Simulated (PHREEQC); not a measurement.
A column of 0.5 m (40 cells, dispersivity 0.04 m, 300 s a shift, diffusion coefficient 3e-10 m²/s) holds 0.013 eq of the database's cation exchanger X per kg of pore water, first in equilibrium with 56 mmol/kgw SrCl2 and 0.01 mmol/kgw HCl. It is flushed with 0.0089 mol/kgw LiCl, 0.015 mol/kgw MgCl2 and 1e-05 mol/kgw HCl, at 25 °C. Values are for the last cell. The system is closed to CO2. Precipitation was switched off in this run.

The series has 31 steps of pore volumes, from 0 to 3.013.

Computed with PHREEQC (ion-association model, phreeqc.dat).

### Question
After how many pore volumes does Mg at the outlet first reach half of its feed value?

### Answer
By 1.2 pore volumes.

### Question
After how many pore volumes does Li at the outlet first reach half of its feed value?

### Answer
By 1.0 pore volumes.
